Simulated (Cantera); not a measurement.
Input: 1 mol TiO2, 1.3 mol MgCl2, 0.18 mol O2, held at 1.00 bar.

Equilibrium computed with Cantera from the NASA thermochemical tables; the gas is ideal and each condensed phase is pure. Candidate condensed phases: Mg, MgCl2, MgO, MgTiO3, MgTi2O5, Mg2TiO4, Ti, TiCl2, TiCl3, TiCl4, TiO, TiO2, Ti2O3, Ti3O5, Ti4O7; 20 gas species. Mutual solubility and eutectic melting of coexisting phases are not modelled. Condensed phases not in the tables: TiOCl, alloys, solid solutions and most ternary compounds. The numbers say what is thermodynamically allowed, not how fast it happens.

log p: log10 of the partial pressure in bar; n: condensed amount in mol.

```csv
T (K),log p Cl2,log p TiCl4,log p MgCl2,log p Cl,log p O2,log p ClO,n MgCl2(s),n MgTiO3(s),n TiO2(rutile),n MgTi2O5(s),n MgCl2(l)
700,0.00,-6.95,-9.05,-6.18,-3.32,-8.55,0.940,0.360,0.640,0,0
775,0.00,-5.53,-7.30,-5.29,-3.44,-7.88,0.940,0.360,0.640,0,0
850,0.00,-4.32,-5.88,-4.55,-3.58,-7.34,0.940,0,0.280,0.360,0
925,0.00,[?],[?],[?],[?],[?],0.940,0,0.279,0.360,0
1000,0.00,-2.50,-3.72,-3.41,-3.77,-6.50,0,0,0.275,0.362,0.938
1075,0.00,-2.08,-3.02,-2.96,-3.54,-6.02,0,0,0.265,0.366,0.934
1150,-0.01,[?],[?],[?],[?],[?],0,0,0.246,0.373,0.925
1225,-0.03,-1.43,-1.91,-2.23,-3.19,-5.25,0,0,0.210,0.388,0.907
```

Task: What belongs in the gaps?

Result: 
- 925, log p TiCl4: -3.30
- 925, log p MgCl2: -4.69
- 925, log p Cl: -3.94
- 925, log p O2: -3.71
- 925, log p ClO: -6.91
- 1150, log p TiCl4: -1.73
- 1150, log p MgCl2: -2.43
- 1150, log p Cl: -2.57
- 1150, log p O2: -3.35
- 1150, log p ClO: -5.60
